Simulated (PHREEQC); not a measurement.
0.11 g of hydrous ferric oxide (600 m²/g; 0.2 weak and 0.005 strong sites per Fe, Dzombak-Morel constants, diffuse double layer) in 1 kg of water with 0.005 mol/kgw of an inert sodium salt and 4.3e-06 mol H3BO3 and 7.5e-06 mol CuSO4, at 25 °C; the pH is set by adding NaOH or the inert anion's acid. Oxygen alone is held at its pressure in air (log pO2 = -0.68). The system is closed to CO2. No solid was allowed to form.

Model: ion-association model, wateq4f.dat, run in PHREEQC.

Q: Predict S sorbed (%), Cu sorbed (%), surface charge σ (C/m²), surface potential ψ (mV) at pH = 4.5, 7.5.

A: 
| pH | S sorbed (%) | Cu sorbed (%) | surface charge σ (C/m²) | surface potential ψ (mV) |
|---|---|---|---|---|
| 4.5 | 99.8 | 7.8 | 0.123 | 174 |
| 7.5 | 1.6 | 99.8 | 0.007 | 37 |

The database's constant for dissolved Cu(OH)2 is higher than later reviews accept. The oxide is taken as insoluble; below pH 4 it would dissolve.
